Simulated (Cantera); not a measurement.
**Thermodynamics of sublimation and decomposition of ceramics, feed Si₃N₄ + C + H₂**

Feed: 1 mol Si₃N₄, 0.44 mol C, 5 mol H₂, equilibrated at 2775 K.

Equilibrium computed with Cantera from the NASA thermochemical tables; the gas is ideal and each condensed phase is pure. Candidate condensed phases: C, C₆H₆, C₇H₈, C₈H₁₈, Si, SiC, Si₃N₄; 105 gas species. Mutual solubility and eutectic melting of coexisting phases are not modelled. The tables' values for SiN are old estimates; treat these amounts as uncertain. Gases not in the tables: Si₂H₆ and higher silanes. The numbers say what is thermodynamically allowed, not how fast it happens.

From 1.00 Pa to 0.100 bar nothing is condensed. From 1.00 bar to 10.0 bar the condensed part is Si(l) + SiC(s). The main Si-bearing gas is Si throughout.

| P (Pa) | x H₂ | x H | x N₂ | x Si | x HCN | x C | x Si₂C | x SiC₂ | n Si(l) | n SiC(s) |
|---|---|---|---|---|---|---|---|---|---|---|
| 1 | 0.000751 | 0.649 | 0.128 | 0.195 | 5.79e-5 | 0.0225 | 3.54e-7 | 0.000207 | 0 | 0 |
| 10 | 0.00745 | 0.646 | 0.129 | 0.195 | 0.000762 | 0.00934 | 1.47e-5 | 0.00358 | 0 | 0 |
| 100 | 0.0602 | 0.581 | 0.138 | 0.201 | 0.00360 | 0.00151 | 0.000253 | 0.00958 | 0 | 0 |
| 1000 | 0.228 | 0.358 | 0.160 | 0.226 | 0.00753 | 0.000150 | 0.00320 | 0.0107 | 0 | 0 |
| 10000 | 0.396 | 0.149 | 0.186 | 0.215 | 0.00780 | 1.09e-5 | 0.0209 | 0.00539 | 0 | 0 |
| 100000 | 0.611 | 0.0585 | 0.251 | 0.0302 | 0.0220 | 2.14e-6 | 0.00811 | 0.00291 | 2.45 | 0.0866 |
| 1000000 | 0.673 | 0.0194 | 0.267 | 0.00302 | 0.0239 | 2.14e-7 | 0.000811 | 0.000291 | 2.76 | 0.177 |
x: gas mole fraction; n: condensed amount in mol.
